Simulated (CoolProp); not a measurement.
Values from CoolProp's reference Helmholtz-energy equation of state, Lemmon 2006. It is a short technical equation, of lower accuracy than the large ones.

Question: Give the vapour pressure (MPa), liquid density (kg/m³), vapour density (kg/m³), surface tension (mN/m) of saturated carbon monoxide at 101.5, 107.3 K.

Answer: 
| T (K) | p (MPa) | liquid density (kg/m³) | vapour density (kg/m³) | surface tension (mN/m) |
|---|---|---|---|---|
| 101.5 | 0.607 | 697 | 23.6 | 5.42 |
| 107.3 | 0.900 | 664 | 35.0 | 4.29 |

Surface tension comes from a separate correlation (Mulero 2012).
